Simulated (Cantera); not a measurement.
A Cantera script and its output.

```python
import numpy as np
import cantera as ct

gas = ct.Solution("gri30.yaml")
gas.TPX = 1825, 190000, {'NO': 1, 'N2': 2}
reactor = ct.IdealGasConstPressureReactor(gas, energy="off", clone=False)
net = ct.ReactorNet([reactor])
net.rtol, net.atol = 1e-08, 1e-18
show = ['NO', 'O', 'NO2', 'N2', 'O2', 'N2O']
times = np.geomspace(1e-05, 30, 12)

steps = ct.SolutionArray(gas, extra=["t"])
rows = []
print(f"{'t/s':>10s}{'T/K':>9s}{'P/Pa':>11s}" + "".join(f"{s:>11s}" for s in show))
for t in times:
    while net.time < t:
        t_next = net.step()
        steps.append(gas.state, t=t_next)
    rows.append([np.interp(t, steps.t, y) for y in (steps.T, steps.P, *steps(*show).X.T)])
    print(f"{t:10.3e}{rows[-1][0]:9.1f}{rows[-1][1]:11.4g}" + "".join(f"{x:11.3e}" for x in rows[-1][2:]))
rate = np.gradient(steps.T, steps.t)
print("integrator steps:", len(steps.t))
if steps.T.max() > steps.T[0] + 200:
    print(f"time of steepest temperature rise: {steps.t[rate.argmax()]:.4e} s")
gas.TPX = 1825, 190000, {'NO': 1, 'N2': 2}
gas.equilibrate("TP")
print(f"equilibrium (TP): T = {gas.T:.1f} K  " + "  ".join(f"{s} {gas[s].X[0]:.3e}" for s in show))
```

It prints:

```
       t/s      T/K       P/Pa         NO          O        NO2         N2         O2        N2O
 1.000e-05   1825.0    1.9e+05  3.333e-01  3.355e-07  2.775e-07  6.667e-01  7.886e-10  6.057e-07
 3.880e-05   1825.0    1.9e+05  3.333e-01  5.200e-07  1.897e-06  6.667e-01  6.511e-09  2.310e-06
 1.505e-04   1825.0    1.9e+05  3.333e-01  9.042e-07  9.007e-06  6.667e-01  6.074e-08  8.384e-06
 5.841e-04   1825.0    1.9e+05  3.332e-01  2.519e-06  4.098e-05  6.667e-01  1.401e-06  2.548e-05
 2.266e-03   1825.0    1.9e+05  3.329e-01  6.695e-06  1.314e-04  6.668e-01  4.881e-05  4.672e-05
 8.793e-03   1825.0    1.9e+05  3.321e-01  7.924e-06  1.587e-04  6.672e-01  4.464e-04  4.948e-05
 3.412e-02   1825.0    1.9e+05  3.289e-01  9.088e-06  1.817e-04  6.688e-01  2.027e-03  4.847e-05
 1.324e-01   1825.0    1.9e+05  3.169e-01  1.251e-05  2.447e-04  6.748e-01  7.975e-03  4.483e-05
 5.136e-01   1825.0    1.9e+05  2.762e-01  2.016e-05  3.490e-04  6.952e-01  2.823e-02  3.380e-05
 1.993e+00   1825.0    1.9e+05  1.775e-01  3.180e-05  3.574e-04  7.445e-01  7.758e-02  1.392e-05
 7.732e+00   1825.0    1.9e+05  6.079e-02  4.153e-05  1.607e-04  8.029e-01  1.361e-01  1.879e-06
 3.000e+01   1825.0    1.9e+05  1.072e-02  4.506e-05  3.080e-05  8.280e-01  1.613e-01  3.721e-07
integrator steps: 1124
equilibrium (TP): T = 1825.0 K  NO 4.126e-03  O 4.549e-05  NO2 1.197e-05  N2 8.313e-01  O2 1.646e-01  N2O 3.346e-07
```

Computed with Cantera and GRI-Mech 3.0 (53 species, 325 reactions).
